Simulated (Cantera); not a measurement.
Feed: 1 mol Si2Cl6, 8.6 mol NH3, a varied amount of N2, at 1727 °C and 7.30 mbar.

Cantera equilibrium calculation (NASA polynomials, part measured and part estimated; ideal gas, pure solids and liquids). Candidate condensed phases: NH4Cl, Si, Si3N4; 28 gas species. The feed counts by its element totals alone. Gases not in the tables: Si2H6 and higher silanes. Equilibrium is a limit: real reactors are often held back by kinetics, nucleation or transport.

### Question
Which condensed phases are stable at each of these points (n(N2) (mol)): 12, 17, 22, 28, 33, 38, 43, 48, 53?

### Answer
```
n(N2) (mol)  condensed phases  Si condensed (%)
-----------  ----------------  ----------------
12                      Si(l)               7.1
17                      Si(l)               5.3
22                      Si(l)               3.5
28                      Si(l)               1.4
33                   gas only               0.0
38                   gas only               0.0
43                   gas only               0.0
48                   gas only               0.0
53                   gas only               0.0
```

From 12 mol N2 to 28 mol N2 the condensed part is Si(l). From 33 mol N2 to 53 mol N2 nothing is condensed.
